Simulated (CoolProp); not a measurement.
Saturation properties of carbon dioxide.

Values from CoolProp's reference Helmholtz-energy equation of state, Span 1996.

```
T (°C)  p (MPa)  enthalpy of vaporisation (kJ/kg)  vapour viscosity (µPa s)  liquid conductivity (mW/(m K))
------  -------  --------------------------------  ------------------------  ------------------------------
-31.35    1.364                             306.1                      12.2                             146
-26.05    1.627                             295.5                      12.5                             140
-20.75    1.924                             284.1                      12.9                             134
-15.35    2.267                             271.8                      13.3                             127
-10.05    2.645                             258.7                      13.7                             121
-4.75     3.067                             244.6                      14.1                             115
0.65      3.545                             228.9                      14.6                             108
5.95      4.067                             211.8                      15.2                             102
11.25     4.643                             192.3                      16.0                            95.7
16.65     5.292                             169.1                      17.0                            89.2
21.95     5.996                             140.6                      18.5                            83.2
```

Viscosity comes from a separate model (Laesecke 2017). Thermal conductivity comes from a separate model (Huber 2016).
